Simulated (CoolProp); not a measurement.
500 sccm (0 °C, 1 atm) of nitrogen bubbles through liquid hexamethyldisiloxane (MM) at 301.4 K and leaves saturated at a total pressure of 0.123 MPa (ideal gas phase). Each further row changes one setting.

The numbers come from the reference Helmholtz-energy equation of state, Thol 2016 in CoolProp.

```json
[
 {"case": "as stated", "vapour pressure (kPa)": "6.56", "mole fraction of vapour": "?", "delivery (mg/min)": "204", "delivery (sccm)": "28.2", "change of delivery for a bath 1 K warmer (%)": "5.3"},
 {"case": "bath temperature 306.4 K", "vapour pressure (kPa)": "?", "mole fraction of vapour": "0.0679", "delivery (mg/min)": "?", "delivery (sccm)": "?", "change of delivery for a bath 1 K warmer (%)": "5.2"},
 {"case": "total pressure 0.246 MPa", "vapour pressure (kPa)": "6.56", "mole fraction of vapour": "0.0267", "delivery (mg/min)": "?", "delivery (sccm)": "?", "change of delivery for a bath 1 K warmer (%)": "5.2"}
]
```

What belongs in the gaps?


- as stated, mole fraction of vapour: 0.0533
- bath temperature 306.4 K, vapour pressure (kPa): 8.35
- bath temperature 306.4 K, delivery (mg/min): 264
- bath temperature 306.4 K, delivery (sccm): 36.4
- total pressure 0.246 MPa, delivery (mg/min): 99.2
- total pressure 0.246 MPa, delivery (sccm): 13.7
